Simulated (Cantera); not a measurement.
Charge: 1 mol Pb, 0.017 mol O2, 44 mol N2, equilibrated at 1227 °C and 375 Torr.

Method: chemical equilibrium by Gibbs-energy minimisation in Cantera with the NASA 1993 tables (ideal gas, pure condensed phases). Candidate condensed phases: Pb, PbO, PbO2, Pb3O4; 12 gas species. Gases not in the tables: (PbO)n polymers. Equilibrium is a limit: real reactors are often held back by kinetics, nucleation or transport.

Base state: N2 0.978, Pb 0.0215, PbO 0.000755 (mole fractions); condensed: gas only.

Question: What changes in the equilibrium state with this change: O2 from 0.017 to 0.93 mol?

Answer: 
```
species        before     after
-----------  --------  --------
N2              0.978     0.971
PbO          0.000755    0.0176
O2            6.05e-8   0.00996
Pb             0.0215   0.00124
NO            7.32e-7  0.000296
PbO(l), mol         0     0.144
```
